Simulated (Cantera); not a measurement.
A perfectly stirred reactor is fed with H2 : O2 : N2 = 1.7 : 1 : 17 (molar parts), equivalence ratio 0.85, at 13300 Pa; it is held at 1075 K, and followed from long to short residence time.

Detailed kinetics in Cantera: GRI-Mech 3.0 (53 species, 325 reactions). The temperature is held fixed by assumption; the heat of reaction is taken as removed at once.

Q: What does this change do: pressure from 13300 Pa to 30000 Pa?

A: 
| quantity | before | after |
|---|---|---|
| x(H2) at τ = 0.360 s | 0.00144 | 0.000792 |
| x(O2) at τ = 0.360 s | 0.00869 | 0.00832 |
| x(H2O2) at τ = 0.360 s | 2.41e-7 | 4.67e-7 |
| x(O) at τ = 0.360 s | 0.000168 | 5.75e-5 |
| x(NO) at τ = 0.360 s | 7.00e-7 | 2.74e-7 |
| x(H2) at τ = 10.0 ms | 0.00880 | 0.00603 |
| x(O2) at τ = 10.0 ms | 0.0139 | 0.0113 |
| x(H2O2) at τ = 10.0 ms | 1.78e-7 | 4.31e-7 |
| x(O) at τ = 10.0 ms | 0.00132 | 0.000511 |
| x(NO) at τ = 10.0 ms | 2.26e-6 | 1.41e-6 |

Q: What does this change do: pressure from 13300 Pa to 42000 Pa?

A: 
| quantity | before | after |
|---|---|---|
| x(H2) at τ = 0.360 s | 0.00144 | 0.000666 |
| x(O2) at τ = 0.360 s | 0.00869 | 0.00826 |
| x(H2O2) at τ = 0.360 s | 2.41e-7 | 5.46e-7 |
| x(O) at τ = 0.360 s | 0.000168 | 3.60e-5 |
| x(NO) at τ = 0.360 s | 7.00e-7 | 1.84e-7 |
| x(H2) at τ = 10.0 ms | 0.00880 | 0.00523 |
| x(O2) at τ = 10.0 ms | 0.0139 | 0.0107 |
| x(H2O2) at τ = 10.0 ms | 1.78e-7 | 5.93e-7 |
| x(O) at τ = 10.0 ms | 0.00132 | 0.000334 |
| x(NO) at τ = 10.0 ms | 2.26e-6 | 1.04e-6 |

Q: What does this change do: temperature 1075 to 1100 K?

A: 
```
quantity                  before     after
----------------------  --------  --------
x(H2) at τ = 0.360 s     0.00144   0.00143
x(O2) at τ = 0.360 s     0.00869   0.00867
x(H2O2) at τ = 0.360 s   2.41e-7   2.51e-7
x(O) at τ = 0.360 s     0.000168  0.000185
x(NO) at τ = 0.360 s     7.00e-7   8.52e-7
x(H2) at τ = 10.0 ms     0.00880   0.00846
x(O2) at τ = 10.0 ms      0.0139    0.0137
x(H2O2) at τ = 10.0 ms   1.78e-7   1.89e-7
x(O) at τ = 10.0 ms      0.00132   0.00146
x(NO) at τ = 10.0 ms     2.26e-6   2.76e-6
```
